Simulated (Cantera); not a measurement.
Input: 1 mol Si3N4, 0.17 mol CO2, 2.7 mol H2, at 0.133 bar.

Equilibrium computed with Cantera from the NASA thermochemical tables; the gas is ideal and each condensed phase is pure. Candidate condensed phases: C, C6H6, C7H8, C8H18, H2O, Si, SiC, SiO2, Si2N2O, Si3N4; 151 gas species. Mutual solubility and eutectic melting of coexisting phases are not modelled. The numbers say what is thermodynamically allowed, not how fast it happens.

### Question
At 1150 °C, list the 6 most abundant gas species with their mole fractions, and the condensed phases.

### Answer
H2 0.922, N2 0.0772, CH4 0.000241, HCN 8.86e-5, CO 1.96e-5, H 1.75e-5. Condensed: SiC(s) + Si2N2O(s) + Si3N4(s).
